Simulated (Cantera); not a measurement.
Feed: 1 mol CaCl2, 3.4 mol O2, a varied amount of H2, held at 1025 °C and 2.30 mbar.

Equilibrium computed with Cantera from the NASA thermochemical tables; the gas is ideal and each condensed phase is pure. Candidate condensed phases: Ca, CaCl2, CaO, Ca(OH)2, H2O; 21 gas species. Condensed phases not in the tables: oxide chlorides. The numbers say what is thermodynamically allowed, not how fast it happens.

x: gas mole fraction; n: condensed amount in mol.

```
n(H2) (mol)   x H2   x H2O    x HCl   x CaCl2  n CaO(s)
-----------  -----  ------  -------  --------  --------
44           0.827   0.130   0.0426  0.000930     0.958
54           0.858   0.106   0.0348  0.000761     0.958
66           0.884  0.0872   0.0286  0.000625     0.958
82           0.906       ?        ?         ?     0.958
100          0.923  0.0578   0.0190  0.000415     0.958
120          0.936  0.0483   0.0158  0.000346     0.958
150          0.948  0.0387   0.0127  0.000277     0.958
190          0.959  0.0306   0.0100  0.000219     0.958
230          0.966       ?        ?         ?     0.958
290          0.973  0.0201  0.00658  0.000144     0.958
350          0.978  0.0166  0.00546  0.000119     0.958
```

Question: Complete the blanks.

Answer: 
- 230, x H2O: 0.0253
- 230, x HCl: 0.00830
- 230, x CaCl2: 0.000181
- 82, x H2O: 0.0704
- 82, x HCl: 0.0231
- 82, x CaCl2: 0.000504
